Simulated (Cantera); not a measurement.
Charge: 1 mol CH3SiH3, 0.25 mol C3H8, 53 mol H2, held at 1848.15 K and 0.0100 bar.

Method: chemical equilibrium by Gibbs-energy minimisation in Cantera with the NASA 1993 tables (ideal gas, pure condensed phases). Candidate condensed phases: C, C6H6, C7H8, C8H18, Si, SiC; 87 gas species. The feed counts by its element totals alone. The numbers say what is thermodynamically allowed, not how fast it happens.

Base state: H2 0.994, H 0.00529, C2H2 (acetylene) 0.000256, Si 1.88e-5 (mole fractions); condensed: C(graphite) + SiC(s).

**Question.** What changes in the equilibrium state with this change: CH3SiH3 replaced by SiH4?

**Answer.** 
```json
[
 {"species": "H2", "before": "0.994", "after": "0.994"},
 {"species": "H", "before": "0.00529", "after": "0.00529"},
 {"species": "Si", "before": "1.88e-5", "after": "0.000629"},
 {"species": "C2H2 (acetylene)", "before": "0.000256", "after": "2.28e-7"},
 {"species": "SiH", "before": "1.86e-6", "after": "6.25e-5"},
 {"species": "SiH2", "before": "1.24e-6", "after": "4.14e-5"},
 {"species": "C(graphite), mol", "before": "0.722", "after": "0"},
 {"species": "SiC(s), mol", "before": "0.999", "after": "0.749"},
 {"species": "Si(l), mol", "before": "0", "after": "0.208"}
]
```
Mutual solubility and eutectic melting of coexisting phases are not modelled. Gases not in the tables: Si2H6 and higher silanes.
